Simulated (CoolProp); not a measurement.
Vapour-liquid equilibrium of cis-2-butene (1) + acetone (2) at 302.5 K; x and y are mole fractions of (1).

Values from CoolProp's multi-fluid Helmholtz-energy mixture model, Lemmon 2005 and Lemmon 2006; pair parameters Bell 2016.

| x | bubble pressure, mixture model (MPa) | bubble pressure, Raoult's law (MPa) | y, mixture model | y, Raoult's law |
|---|---|---|---|---|
| 0.05 | 0.06562 | 0.04736 | 0.456 | 0.259 |
| 0.15 | 0.1130 | 0.06820 | 0.706 | 0.539 |
| 0.25 | 0.1475 | 0.08903 | 0.791 | 0.689 |
| 0.35 | 0.1715 | 0.1099 | 0.832 | 0.781 |
| 0.45 | 0.1882 | 0.1307 | 0.857 | 0.845 |
| 0.55 | 0.2002 | 0.1515 | 0.875 | 0.890 |
| 0.65 | 0.2101 | 0.1724 | 0.892 | 0.925 |
| 0.75 | 0.2196 | 0.1932 | 0.910 | 0.952 |
| 0.85 | 0.2295 | 0.2140 | 0.935 | 0.974 |
| 0.95 | 0.2401 | 0.2348 | 0.973 | 0.992 |

The largest gap from Raoult's law is +65.7 % in bubble pressure, at x = 0.25. No azeotrope shows between x = 0.05 and 0.95.

Pair parameters are fitted to limited data, so mixtures are less certain than the pure fluids. With so large a gap from Raoult's law the liquid may split in two, which this calculation doesn't test in full.
